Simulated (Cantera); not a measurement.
Si + H2O + H2 + CO2 (thermal oxidation and active oxidation of silicon)

A closed system holds: 1 mol Si, 0.0068 mol H2O, 79 mol H2, 0.048 mol CO2, at 0.100 bar.

These are equilibrium values from Cantera (NASA tables, ideal gas, pure condensed phases), not measurements of a reactor. Candidate condensed phases: C, C6H6, C7H8, C8H18, H2O, Si, SiC, SiO2; 123 gas species. Mutual solubility and eutectic melting of coexisting phases are not modelled. The tables hold silica as quartz up to 1696 K and as liquid above; real silica turns to tridymite and cristobalite and melts near 1996 K. Gases not in the tables: Si2H6 and higher silanes. Equilibrium is a limit: real reactors are often held back by kinetics, nucleation or transport.

From 975 K to 1425 K the condensed part is Si(s) + SiC(s) + SiO2(β-quartz). At 1575 K the condensed part is Si(s) + SiC(s). From 1725 K to 1875 K the condensed part is Si(l) + SiC(s). The main Si-bearing gas is SiH4 at 975 K and SiO at 1875 K.

| T (K) | log p H2 | log p H | log p SiO | log p CO | log p Si | log p SiH2 | log p SiH | n Si(s) | n SiC(s) | n SiO2(β-quartz) | n Si(l) |
|---|---|---|---|---|---|---|---|---|---|---|---|
| 975 | -1.00 | -9.44 | -9.75 | -12.57 | <-13 | -11.35 | <-13 | 0.901 | 0.0477 | 0.0514 | 0 |
| 1125 | -1.00 | -7.85 | -7.27 | -9.62 | <-13 | -9.63 | -12.26 | 0.901 | 0.0478 | 0.0514 | 0 |
| 1275 | -1.00 | -6.63 | -5.39 | -7.37 | -10.71 | -8.31 | -10.24 | 0.899 | 0.0478 | 0.0498 | 0 |
| 1425 | -1.00 | -5.67 | -3.91 | -5.60 | -8.79 | -7.27 | -8.65 | 0.855 | 0.0459 | 0.00179 | 0 |
| 1575 | -1.00 | -4.88 | -3.90 | -5.36 | -7.24 | -6.43 | -7.36 | 0.856 | 0.0444 | 0 | 0 |
| 1725 | -1.00 | -4.23 | -3.91 | -5.11 | -5.99 | -5.76 | -6.34 | 0 | 0.0417 | 0 | 0.859 |
| 1875 | -1.00 | -3.68 | -3.95 | -4.74 | -5.04 | -5.31 | -5.58 | 0 | 0.0332 | 0 | 0.865 |
log p: log10 of the partial pressure in bar; n: condensed amount in mol.
